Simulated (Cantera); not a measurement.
Mixture: CO : H2 : O2 : N2 = 1 : 0.047 : 0.77 : 2.89 (molar parts), at 21.7 atm, adiabatic and at constant volume. Ignition delay is the time to a rise of 400 K.

Detailed kinetics in Cantera: GRI-Mech 3.0 (53 species, 325 reactions). The hydrogen kinetics of GRI-Mech 3.0 are dated; newer H2 mechanisms differ, most at raised pressure. The pressure lies above the range GRI-Mech 3.0 was tuned for (to about 10 atm).

What does this change do: constant pressure in place of constant volume?


```tsv
quantity	before	after
delay at 1025 K	2.36 ms	2.78 ms
delay at 1125 K	0.326 ms	0.383 ms
delay at 1225 K	63.6 µs	75.3 µs
delay at 1325 K	17.3 µs	20.8 µs
apparent activation energy between 1275 and 1375 K	160 kJ/mol	160 kJ/mol
```

What does this change do: H2 0.047 to 0.015 parts?


```tsv
quantity	before	after
delay at 1025 K	2.36 ms	3.60 ms
delay at 1125 K	0.326 ms	0.514 ms
delay at 1225 K	63.6 µs	0.111 ms
delay at 1325 K	17.3 µs	34.4 µs
apparent activation energy between 1275 and 1375 K	160 kJ/mol	140 kJ/mol
```
